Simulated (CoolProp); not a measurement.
CHF3 (R23) along the isotherm 338.1 K: density (kg/m³) from the reference equation and from simpler models built on Tc = 299.3 K, pc = 4832 kPa, ω = 0.263; each cubic takes its own stable root.

The numbers come from the reference Helmholtz-energy equation of state, Penoncello 2003 in CoolProp.

```
p (kPa)          phase  reference  van der Waals  Peng-Robinson
-------  -------------  ---------  -------------  -------------
755                gas      19.54          19.49          19.60
1510               gas      40.73          40.56          40.95
2260               gas      63.74          63.41          64.22
3020               gas      89.48          89.06          90.29
3770               gas      117.8          117.6          119.0
4530               gas      150.3          151.2          151.6
5280     supercritical      186.9          191.1          188.2
6040     supercritical          …          242.2          230.4
6790     supercritical      280.3              …          277.6
7550     supercritical      340.2          382.3          330.7
8300     supercritical      407.4          439.0          385.9
9060     supercritical      478.7          478.9              …
9810     supercritical      544.7          508.0          491.6
10600    supercritical      604.4          532.1          538.7
11300    supercritical      648.5          549.7          575.4
12100    supercritical          …          566.9          612.4
```

Q: Some entries are withheld; supply them.

A: 
- 6040, reference: 230.2
- 6790, van der Waals: 308.1
- 9060, Peng-Robinson: 441.1
- 12100, reference: 690.2
